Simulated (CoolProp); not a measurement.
Vapour-liquid equilibrium of carbon dioxide (1) + propane (2) at 235 K; x and y are mole fractions of (1).

Model: multi-fluid Helmholtz-energy mixture model, Span 1996 and Lemmon 2009; pair parameters Kunz 2012, in CoolProp.

| x | bubble pressure (bar) | y at the bubble point | dew pressure at overall composition x (bar) | liquid density (mol/L) |
|---|---|---|---|---|
| 0.05 | 2.202 | 0.465 | 1.265 | 13.35 |
| 0.15 | 4.185 | 0.733 | 1.411 | 13.94 |
| 0.25 | 5.906 | 0.822 | 1.594 | 14.60 |
| 0.35 | 7.216 | 0.863 | 1.830 | 15.32 |
| 0.45 | 8.122 | 0.886 | 2.147 | 16.14 |
| 0.55 | 8.729 | 0.900 | 2.594 | 17.10 |
| 0.65 | 9.172 | 0.912 | 3.274 | 18.25 |
| 0.75 | 9.569 | 0.924 | 4.428 | 19.67 |
| 0.85 | 10.00 | 0.942 | 6.747 | 21.46 |
| 0.95 | 10.49 | 0.974 | 10.15 | 23.78 |

No azeotrope shows between x = 0.05 and 0.95.

Pair parameters are fitted to limited data, so mixtures are less certain than the pure fluids. With so large a gap from Raoult's law the liquid may split in two, which this calculation doesn't test in full.
